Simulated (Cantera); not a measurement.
**LiCl + O2 + H2 (halide evaporation, hydrolysis and transport)**

Feed: 1 mol LiCl, 5.7 mol O2, 1.6 mol H2, at 133 Pa.

Cantera equilibrium calculation (NASA polynomials, part measured and part estimated; ideal gas, pure solids and liquids). Candidate condensed phases: H2O, Li, LiCl, LiH, LiOH, Li2O; 25 gas species. The numbers say what is thermodynamically allowed, not how fast it happens.

From 1700 K to 2050 K nothing is condensed. The main Li-bearing gas is LiCl throughout.

```csv
T (K),x O2,x H2O,x LiCl,x OH,x O,x LiOH,x HCl,x Cl
1700,0.651,0.207,0.129,0.00363,0.000987,0.00445,0.00355,0.000938
1750,0.649,0.205,0.128,0.00503,0.00165,0.00510,0.00391,0.00126
1800,0.648,0.204,0.127,0.00682,0.00268,0.00580,0.00427,0.00166
1850,0.645,0.201,0.126,0.00910,0.00424,0.00654,0.00462,0.00215
1900,0.642,0.198,0.125,0.0119,0.00655,0.00730,0.00497,0.00274
1950,0.637,0.195,0.123,0.0153,0.00987,0.00808,0.00531,0.00346
2000,0.631,0.190,0.121,0.0194,0.0146,0.00882,0.00565,0.00431
2050,0.623,0.184,0.119,0.0242,0.0210,0.00948,0.00599,0.00533
```
x: gas mole fraction; nothing condenses.
